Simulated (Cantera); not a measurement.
# SiCl₄ + H₂ (chlorosilane synthesis and conversion)

Input: 1 mol SiCl₄, 2.6 mol H₂, equilibrated at 873.15 K and 1.00 bar.

Method: chemical equilibrium by Gibbs-energy minimisation in Cantera with the NASA 1993 tables (ideal gas, pure condensed phases). Candidate condensed phases: Si; 19 gas species. The tables' values for SiCl₃ are old estimates; treat these amounts as uncertain. The numbers say what is thermodynamically allowed, not how fast it happens.

The x(H₂) comes out as 0.702 and the x(SiCl₄) is 0.258. The x(HCl) comes out as 0.0199 and the x(SiHCl₃) is 0.0195. The x(SiH₂Cl₂) comes out as 0.000135. The x(SiCl₃) is 6.24e-5 and the gas amount is 3.600 mol. The log10 activity of Si(s) (absent) is -2.91.
